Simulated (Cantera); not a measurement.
Mixture: CH₄ : C₂H₆ : C₃H₈ : O₂ : N₂ : H₂O = 1 : 0.17 : 0.069 : 1.55 : 5.42 : 1.6 (molar parts), at 1.00 atm, adiabatic and at constant volume. Ignition delay is the time to a rise of 400 K.

Model: GRI-Mech 3.0 (53 species, 325 reactions), integrated in Cantera.

### Question
What does this change do: H2O 1.6 to 3.2 parts?

### Answer
```csv
quantity,before,after
delay at 1098 K,15.1 ms,17.0 ms
delay at 1173 K,5.84 ms,7.05 ms
delay at 1248 K,2.47 ms,3.14 ms
delay at 1323 K,1.08 ms,1.42 ms
delay at 1398 K,0.501 ms,0.661 ms
delay at 1473 K,0.249 ms,0.327 ms
apparent activation energy between 1323 and 1473 K,160 kJ/mol,160 kJ/mol
```
